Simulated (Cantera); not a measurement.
# Stirred combustor or abatement burner

A perfectly stirred reactor is fed with CO : H2 : O2 : N2 : CO2 = 1 : 0.79 : 0.932 : 3.51 : 0.18 (molar parts), at 7500 Torr; it is adiabatic with a 425 K inlet, and is followed from long to short residence time, starting on the burning branch (τ in s: 0.12, 0.053, 0.023, 0.01, 0.0045, 0.002, 0.00087, 0.00038, 0.00017, 7.4e-05, 3.3e-05, 1.4e-05).

Model: GRI-Mech 3.0 (53 species, 325 reactions), integrated in Cantera. The hydrogen kinetics of GRI-Mech 3.0 are dated; newer H2 mechanisms differ, most at raised pressure.

```
τ (s)    T (K)    x CO     x H2    x O2     x OH       x O
-------  -----  ------  -------  ------  -------  --------
0.12      2423  0.0143  0.00168  0.0116  0.00365  0.000339
0.053     2423  0.0144  0.00169  0.0118  0.00368  0.000345
0.023     2422  0.0146  0.00171  0.0121  0.00374  0.000358
0.010     2419  0.0151  0.00177  0.0127  0.00385  0.000382
0.0045    2413  0.0161  0.00189  0.0136  0.00404  0.000427
0.0020    2398  0.0181  0.00214  0.0150  0.00435  0.000510
0.00087   2369  0.0217  0.00259  0.0170  0.00485  0.000673
0.00038   2325  0.0270  0.00329  0.0199  0.00556  0.000968
0.00017   2264  0.0338  0.00425  0.0235  0.00638   0.00145
7.4e-5    2183  0.0425  0.00554  0.0281  0.00720   0.00220
3.3e-5    2084  0.0529  0.00709  0.0337  0.00773   0.00321
1.4e-5    1946  0.0674  0.00912  0.0418  0.00760   0.00444
```
x: mole fraction; the columns are a selection and need not sum to one.
